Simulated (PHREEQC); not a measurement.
**Brine**

Consider water at 80 °C with 2.5 mol/kgw KCl. Closed to the air; pH follows from the charge balance.

Computed with PHREEQC (Pitzer model, pitzer.dat).

| Property | Value |
|---|---|
| ionic strength | 2.50 mol/kgw |
| activity of water | 0.919 |
| density | 1.073 g/cm³ |
| osmotic coefficient | 0.940 |

```tsv
species	molality	activity	log γ
Cl-	2.50	1.43	-0.244
K+	2.50	1.43	-0.244
OH-	6.37e-7	4.02e-7	-0.200
H+	6.37e-7	5.90e-7	-0.034
```

This is a speciation only: nothing precipitates in the calculation. Complexes and solids missing from the database can't appear. At this temperature some constants are extrapolated from 25 °C, and those without enthalpy data are left unchanged.
